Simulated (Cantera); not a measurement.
A closed system holds: 1 mol Si, 2 mol HCl, 0.63 mol H₂, held at 18800 Torr.

Method: chemical equilibrium by Gibbs-energy minimisation in Cantera with the NASA 1993 tables (ideal gas, pure condensed phases). Candidate condensed phases: Si; 19 gas species. Kinetics and transport are ignored.

Over these rows the condensed part is Si(s). Partial pressures as log10 of bar:

```tsv
T (K)	1000/T (1/K)	log p SiCl₂	log p H₂	log p SiHCl₃	log p SiCl₄	log p SiH₂Cl₂
825	1.2121	-4.60	1.25	0.55	0.51	-0.48
875	1.1429	-4.03	1.25	0.55	0.52	-0.46
925	1.0811	-3.51	1.25	0.54	0.52	-0.44
975	1.0256	-3.06	1.25	0.53	0.52	-0.43
1025	0.9756	-2.64	1.25	0.53	0.52	-0.42
1075	0.9302	?	1.25	0.52	0.52	-0.41
```

Problem. Fit log p(SiCl₂) = a + b·(1000/T) to the five rows, give the apparent enthalpy, and predict the row at 1075 K.

Solution. Means: 1000/T = 1.0875, log p = -3.568. Sxy = -0.289842, Sxx = 0.0349885, so b = -8.28 and a = -3.568 − (-8.28)×1.0875 = 5.44.
Apparent enthalpy: −19.145 × (-8.28) = 159 kJ/mol. With the condensed phases at unit activity, 1/2 Si(s) + 1/2 SiCl₄(g) = SiCl₂(g) links this pressure to the main gases: over the six rows their terms move log p by +0.01 in all, so the slope is close to that reaction's ΔH°. The five rows lie within 0.01 of the line.
Prediction at 1075 K: 5.44 + (-8.28)×0.9302 = -2.26. The computed value is -2.27, 0.01 from the line.
